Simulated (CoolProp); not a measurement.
n-octane at 504.9 K and 0.439 MPa is throttled through a valve to 0.0639 MPa with no heat exchange. Each further row changes one setting.

The numbers come from the reference Helmholtz-energy equation of state, Beckmüller 2019 in CoolProp.

| case | temperature change (K) | final density (kg/m³) |
|---|---|---|
| as stated | -4.8 | 1.78 |
| outlet pressure 0.0192 MPa | -5.4 | 0.530 |
| outlet pressure 0.0831 MPa | -4.6 | 2.33 |
